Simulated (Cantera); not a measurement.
A Cantera script and what it prints.

```python
import numpy as np
import cantera as ct

gas_names = """
    C CH CH2 CH3 CH2OH CH3O CH4 CH3OH CO CO2 COOH C2 C2H CHCO,ketyl C2H2,acetylene C2H2,vinylidene
    CH2CO,ketene C2H3,vinyl CH3CO,acetyl C2H4 C2H4O,ethylen CH3CHO,ethanal CH3COOH (HCOOH)2 C2H5 C2H6
    CH3OCH3 C2H5OH C2O C3 C3H3,propargyl C3H4,allene C3H4,propyne C3H4,cyclo- C3H5,allyl C3H6,propylene
    C3H6,cyclo- C3H6O C3H7,n-propyl C3H7,i-propyl C3H8 C3H8O,1propanol C3H8O,2propanol C3O2 C4 C4H2
    C4H4,1,3-cyclo- C4H6,butadiene C4H6,2-butyne C4H6,cyclo- C4H8,1-butene C4H8,cis2-buten
    C4H8,tr2-butene C4H8,isobutene C4H8,cyclo- (CH3COOH)2 C4H9,n-butyl C4H9,i-butyl C4H9,s-butyl
    C4H9,t-butyl C4H10,isobutane C4H10,n-butane C5 C5H6,1,3cyclo- C5H8,cyclo- C5H10,1-pentene
    C5H10,cyclo- C5H11,pentyl C5H11,t-pentyl C5H12,n-pentane C5H12,i-pentane CH3C(CH3)2CH3 C6H2
    C6H5,phenyl C6H5O,phenoxy C6H6 C6H5OH,phenol C6H10,cyclo- C6H12,1-hexene C6H12,cyclo- C6H13,n-hexyl
    C7H7,benzyl C7H8 C7H8O,cresol C7H14,1-heptene C7H15,n-heptyl C7H16,n-heptane C8H8,styrene
    C8H10,ethylbenz C8H16,1-octene C8H17,n-octyl C8H18,isooctane C8H18,n-octane C9H19,n-nonyl
    C10H8,naphthale C10H21,n-decyl C12H9,o-bipheny C12H10,bipheny H HCO HO2 H2 HCHO,formaldehy HCOOH H2O
    H2O2 O OH O2 O3 Ti TiO TiO2
""".split()
cond_names = """
    C(gr) C6H6(L) C7H8(L) C8H18(L),n-octa H2O(s) H2O(L) Ti(a) Ti(b) Ti(L) TiC(s) TiC(L) TiO(a) TiO(b)
    TiO(L) TiO2(ru) TiO2(L) Ti2O3(a) Ti2O3(b) Ti2O3(L) Ti3O5(a) Ti3O5(b) Ti3O5(L) Ti4O7(s) Ti4O7(L)
""".split()


def load(file, names, dense=False):
    # The tables refer to 1 bar. Condensed volumes are neglected.
    table = {s.name: s for s in ct.Species.list_from_file(file)}
    out = []
    for n in names:
        d = dict(table[n].input_data)
        d["thermo"] = dict(d["thermo"], **{"reference-pressure": 1e5})
        if dense:
            d["equation-of-state"] = {"model": "constant-volume", "density": "1e6 g/cm^3"}
        out.append(ct.Species.from_dict(d))
    return out


gas = ct.Solution(thermo="ideal-gas", species=load("nasa_gas.yaml", gas_names))
cond = {s.name: ct.Solution(thermo="fixed-stoichiometry", species=[s], name=s.name)
        for s in load("nasa_condensed.yaml", cond_names, dense=True)}
atoms = {
    'Ti(OiPr)4': {'Ti': 1, 'C': 12, 'H': 28, 'O': 4},
    'O2': {'O': 2},
}
top_T = {'C(gr)': 4500}  # K; cautious upper limits of use, not melting points


def equilibrate(T, P, feed):
    n = {}
    for name, mol in feed.items():
        for a, k in atoms[name].items():
            n[a] = n.get(a, 0.0) + k * mol
    gas.TPX = T, P, n
    mass = sum(n.values()) * gas.mean_molecular_weight
    gas.equilibrate("TP")
    valid = [c for c in cond.values() if c.min_temp <= T <= top_T.get(c.name, c.max_temp)]
    mix = ct.Mixture([(gas, mass / gas.mean_molecular_weight)] + [(c, 0.0) for c in valid])
    mix.T, mix.P = T, P
    mix.equilibrate("TP", solver="vcs", rtol=1e-11, max_steps=5000)
    return mix


results = []
feed = {'Ti(OiPr)4': 1, 'O2': 0.69}  # mol
P = 13332.2  # Pa
for T in [1025, 1125, 1225, 1325, 1425, 1525, 1625, 1725, 1825, 1925, 2025, 2125]:
    mix = equilibrate(T, P, feed)
    results.append((T, P, feed, dict(zip(mix.species_names, mix.species_moles))))

top = {s: max(r[3][s] / sum(r[3][g] for g in gas_names) for r in results) for s in gas_names}
cols = sorted((s for s in top if top[s] > 1e-05), key=lambda s: -top[s])[:6]
seen = [c for c in cond_names if any(r[3].get(c, 0) > 1e-12 for r in results)]
print("log10 of partial pressures in bar; condensed amounts in mol")
print(f"{'T/K':>10s}" + "".join(f"{s[:9]:>10s}" for s in cols + seen))
for T, P, feed, n in results:
    ng = sum(n[g] for g in gas_names)
    print(f"{T:10.4g}" + "".join(f"{np.log10(max(n[s] / ng * P / 1e5, 1e-99)):10.3f}" for s in cols)
          + "".join(f"{n.get(c, 0):10.4g}" for c in seen))
```

Output:

```
log10 of partial pressures in bar; condensed amounts in mol
       T/K        H2        CO         H       CH4       H2O       CO2     C(gr)    TiC(s)  TiO2(ru)  Ti3O5(b)  Ti4O7(s)
      1025    -0.973    -1.600    -8.847    -3.080    -3.149    -3.663     8.632         0         1         0         0
      1125    -0.971    -1.589    -7.838    -3.481    -3.751    -4.411     8.605         0         1         0         0
      1225    -0.976    -1.562    -6.994    -3.834    -4.244    -4.997     8.359         0         0         0      0.25
      1325    -0.978    -1.554    -6.275    -4.128    -4.674    -5.521      8.28         0         0    0.3333         0
      1425    -1.017    -1.432    -5.674    -4.457    -4.966    -5.738     5.617         1         0         0         0
      1525    -1.016    -1.432    -5.134    -4.675    -5.290    -6.136     5.617         1         0         0         0
      1625    -1.017    -1.432    -4.660    -4.866    -5.574    -6.482     5.617         1         0         0         0
      1725    -1.017    -1.432    -4.239    -5.034    -5.825    -6.786     5.616         1         0         0         0
      1825    -1.017    -1.432    -3.865    -5.183    -6.047    -7.055     5.613         1         0         0         0
      1925    -1.018    -1.432    -3.528    -5.317    -6.246    -7.294     5.607         1         0         0         0
      2025    -1.019    -1.433    -3.225    -5.439    -6.425    -7.509     5.594         1         0         0         0
      2125    -1.021    -1.433    -2.951    -5.550    -6.589    -7.702     5.573         1         0         0         0
```

Method: chemical equilibrium by Gibbs-energy minimisation in Cantera with the NASA 1993 tables (ideal gas, pure condensed phases). The feed counts by its element totals alone. TiC: taken at fixed stoichiometry. Condensed phases not in the tables: Magnéli phases beyond Ti4O7.
